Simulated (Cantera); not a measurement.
Input: 1 mol Fe, 0.31 mol CO2, 1.5 mol CO, 0.46 mol H2S, 0.014 mol O2, equilibrated at 3.70 mbar.

Method: chemical equilibrium by Gibbs-energy minimisation in Cantera with the NASA 1993 tables (ideal gas, pure condensed phases). Candidate condensed phases: C, C6H6, C7H8, C8H18, Fe, Fe(CO)5, FeO, Fe(OH)2, Fe(OH)3, FeS, FeSO4, FeS2, Fe2O3, Fe2(SO4)3, Fe3O4, H2O, H2SO4, S; 127 gas species. The numbers say what is thermodynamically allowed, not how fast it happens.

### Question
At 1650 °C, list the 4 most abundant gas species with their mole fractions, and the condensed phases.

### Answer
CO 0.633, H2 0.125, S2 0.0653, CO2 0.0477. Condensed: Fe(l).
